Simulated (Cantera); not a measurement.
An isothermal plug-flow reactor at 1050 K and 500000 Pa (inlet), inlet velocity 1.4 m/s, active area per volume 180 1/m; feed 0.796 % CH4, 1.71 % O2, 96.8 % N2, 0.723 % H2O, equivalence ratio 0.93.

Model: Deutschmann's 1995 Pt surface mechanism with GRI-Mech 3.0 gas chemistry, integrated in Cantera. Catalytic surfaces can have several steady states; this one follows from the mechanism file's or the stated starting coverage. Mass transfer to the wall is taken as infinitely fast.

One state of this run: x CH4 = 0.00773; x O2 = 0.0167; x H2O = 0.00768; x CO2 = 0.000221; x CO = 5.32e-6; θ free Pt = 0.274; θ O* = 0.723; θ OH* = 0.00335. x: gas mole fraction; θ: surface coverage.

Q: Which value of z (m) does it belong to?
(A) 0.00021
(B) 0.00011
(C) 0.011
(D) 0.0015

A: D, 0.0015
